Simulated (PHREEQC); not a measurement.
Model water analysis in mg/L, 80 °C, pH 2.41, pe 12.4:

```tsv
constituent	mg/L
Na	1480
K	117
Ca	114
Mg	130
Cl	784
S(6) as SO4	3520
Pb	3.1
Br	46.4
Mn(2)	8.88
```

Valence states are taken as typed.

Equilibrium calculation in PHREEQC: ion-association model, phreeqc.dat.

No solid was allowed to form.

Problem. What ionic strength, specific conductance does the model give?

Solution. ionic strength 0.0967 mol/kgw; specific conductance 20700 µS/cm.

Problem. In which forms is Pb present?

Solution. PbSO4 35 %, Pb+2 32 %, PbCl+ 29 %, Pb(SO4)2-2 3.3 %, PbBr+ 0.8 % of the Pb.

Species that the database lacks are ignored. Constants without temperature data keep their 25 °C values here.
